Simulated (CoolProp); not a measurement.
Vapour-liquid equilibrium of R1234yf (1) + R227EA (2) at -78.45 °C; x and y are mole fractions of (1).

Model: multi-fluid Helmholtz-energy mixture model, Lemmon 2022 and Lemmon 2016; pair parameters Bell 2016, in CoolProp.

```
x     bubble pressure, mixture model (bar)  bubble pressure, Raoult's law (bar)  y, mixture model  y, Raoult's law
----  ------------------------------------  -----------------------------------  ----------------  ---------------
0.05                               0.02561                              0.02544             0.126            0.120
0.2                                0.03151                              0.03107             0.399            0.393
0.35                               0.03715                              0.03669             0.583            0.583
0.5                                0.04268                              0.04232             0.719            0.722
0.65                               0.04818                              0.04794             0.824            0.828
0.8                                0.05369                              0.05357             0.910            0.912
0.95                               0.05922                              0.05920             0.979            0.980
```

The largest gap from Raoult's law is +1.4 % in bubble pressure, at x = 0.2. No azeotrope shows between x = 0.05 and 0.95.

The pair parameters rest on a limited set of measurements; away from them the model extrapolates.
